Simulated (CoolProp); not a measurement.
Vapour pressure (bar) of methane: the reference equation beside estimates from Tc = -82.6 °C, pc = 45.99 bar, ω = 0.011.

The numbers come from the reference Helmholtz-energy equation of state, Setzmann 1991 in CoolProp.

```json
[
 {"T (°C)": "-160.05", "reference": "1.138", "van der Waals": "3.751", "Redlich-Kwong": "0.8392", "Soave-Redlich-Kwong": "1.109"},
 {"T (°C)": "-151.75", "reference": "2.111", "van der Waals": "5.599", "Redlich-Kwong": "1.720", "Soave-Redlich-Kwong": "2.083"},
 {"T (°C)": "-143.35", "reference": "3.629", "van der Waals": "8.008", "Redlich-Kwong": "3.180", "Soave-Redlich-Kwong": "3.616"},
 {"T (°C)": "-134.95", "reference": "[?]", "van der Waals": "11.02", "Redlich-Kwong": "[?]", "Soave-Redlich-Kwong": "5.856"},
 {"T (°C)": "-126.65", "reference": "8.844", "van der Waals": "[?]", "Redlich-Kwong": "8.462", "Soave-Redlich-Kwong": "8.924"},
 {"T (°C)": "-118.25", "reference": "12.90", "van der Waals": "18.97", "Redlich-Kwong": "12.65", "Soave-Redlich-Kwong": "13.06"},
 {"T (°C)": "-109.85", "reference": "18.13", "van der Waals": "24.05", "Redlich-Kwong": "18.09", "Soave-Redlich-Kwong": "18.40"},
 {"T (°C)": "-101.55", "reference": "24.66", "van der Waals": "29.83", "Redlich-Kwong": "[?]", "Soave-Redlich-Kwong": "25.01"},
 {"T (°C)": "-93.15", "reference": "32.85", "van der Waals": "36.46", "Redlich-Kwong": "33.15", "Soave-Redlich-Kwong": "33.23"}
]
```

### Question
What belongs in the gaps?

### Answer

- -134.95, reference: 5.835
- -134.95, Redlich-Kwong: 5.384
- -126.65, van der Waals: 14.63
- -101.55, Redlich-Kwong: 24.82

Absolute difference from the reference over all 9 rows, mean and median: van der Waals 86.8 and 65.4 %, Redlich-Kwong 8.1 and 4.3 %, Soave-Redlich-Kwong 1.2 and 1.2 %.
